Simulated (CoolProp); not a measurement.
R21 along the isobar 7.39 MPa: fugacity coefficient from the reference equation and from simpler models built on Tc = 179.6 °C, pc = 5.289 MPa, ω = 0.206; each cubic takes its own stable root.

Computed with CoolProp (reference Helmholtz-energy equation of state, Platzer 1990). This equation is an older, rougher fit; its heat capacities, sound speeds and derivatives of the liquid may be far off and weren't checked against measurements.

| T (°C) | phase | reference |
|---|---|---|
| -27.95 | liquid | 0.003240 |
| -17.95 | liquid | 0.005346 |
| -8.05 | liquid | 0.008393 |
| 1.95 | liquid | 0.01272 |
| 11.95 | liquid | 0.01859 |
| 21.95 | liquid | 0.02631 |
| 31.85 | liquid | 0.03607 |
| 41.85 | liquid | 0.04834 |
| 51.85 | liquid | 0.06328 |
| 61.75 | liquid | 0.08091 |

Question: How far does each simpler model (van der Waals, Redlich-Kwong, Peng-Robinson) lie from the reference over these 10 states: mean and median of the absolute difference, and the worst?

Answer: 
- van der Waals: mean 533.1 %, median 405.5 %, worst +1334.9 % at -27.95 °C and 7.39 MPa
- Redlich-Kwong: mean 56.1 %, median 54.6 %, worst +83.1 % at -27.95 °C and 7.39 MPa
- Peng-Robinson: mean 1.1 %, median 1.0 %, worst +3.3 % at -27.95 °C and 7.39 MPa
